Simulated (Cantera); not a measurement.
Feed: 1 mol Si3N4, 0.21 mol H2O, 23 mol N2, equilibrated at 12.0 Torr.

Method: chemical equilibrium by Gibbs-energy minimisation in Cantera with the NASA 1993 tables (ideal gas, pure condensed phases). Candidate condensed phases: H2O, Si, SiO2, Si2N2O, Si3N4; 35 gas species. Mutual solubility and eutectic melting of coexisting phases are not modelled. Rates play no part. All values below are at 1300 °C.

Base state: N2 0.991, H2 0.00900, SiO 6.66e-5, H 3.05e-5 (mole fractions); condensed: Si2N2O(s) + Si3N4(s).

Question: What changes in the equilibrium state with this change: 0.2 mol HF added?

Answer: 
```
species          before     after
--------------  -------  --------
N2                0.991     0.984
H2              0.00900    0.0128
SiF3                  0  0.000989
SiF4                  0  0.000941
HF                    0  0.000695
SiF2                  0  0.000524
Si2N2O(s), mol    0.208     0.208
Si3N4(s), mol     0.861     0.841
```
The tables' values for SiF3, SiF2 are old estimates; treat these amounts as uncertain.
